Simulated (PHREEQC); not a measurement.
1 kg of water holding 0.61 mol/kgw NaCl, 0.0084 mol/kgw Na2SO4 and 0.34 mol/kgw NaHCO3 is evaporated at 25 °C; the solids stay in contact with the brine. No CO2 enters from the air. Solids allowed: Burkeite, Halite, Mirabilite, Nahcolite, Natron, Thenardite, Trona. Others were left out.

Equilibrium calculation in PHREEQC: Pitzer model, pitzer.dat.

```tsv
water left (kg)	ionic strength	water activity	Halite (mol)
1	0.981	0.970	0
0.6755	1.45	0.955	0
0.4563	2.11	0.934	0
0.2533	2.99	0.900	0
0.171	4.05	0.857	0
0.1155	5.70	0.783	0
0.06407	6.50	0.749	0.230
0.04324	6.64	0.748	0.356
0.02919	6.84	0.747	0.441
0.01968	7.14	0.745	0.498
0.01326	7.59	0.742	0.537
0.007316	7.78	0.741	0.570
0.004902	7.78	0.741	0.583
```

Nahcolite from water left = 0.4563 kg (pH 7.55); Halite from water left = 0.09491 kg (pH 7.15); Thenardite from water left = 0.01088 kg (pH 7.12).
